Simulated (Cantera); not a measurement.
An isothermal, constant-pressure homogeneous reactor starts with CO : O₂ : H₂O : N₂ = 0.004 : 0.054 : 0.048 : 1 (molar parts), at 850 K and 218 Torr. Integrator tolerance rtol = 1e-08.

Cantera simulation using GRI-Mech 3.0 (53 species, 325 reactions); the numbers are that mechanism's predictions, not measurements.

Q: What does this change do: temperature 850 to 1300 K?

A: 
```csv
quantity,before,after
x(CO) at 40.0 s,0.00254 (gas-phase equilibrium <1e-12),4.77e-9 (gas-phase equilibrium 4.78e-9)
x(O₂) at 40.0 s,0.0483 (gas-phase equilibrium 0.0471),0.0471 (gas-phase equilibrium 0.0470)
x(H₂O) at 40.0 s,0.0434 (gas-phase equilibrium 0.0435),0.0435 (gas-phase equilibrium 0.0435)
x(OH) at 40.0 s,1.35e-8 (gas-phase equilibrium 2.27e-9),6.51e-6 (gas-phase equilibrium 6.51e-6)
x(NO) at 40.0 s,<1e-12 (gas-phase equilibrium 2.30e-6),3.87e-8 (gas-phase equilibrium 0.000202)
```
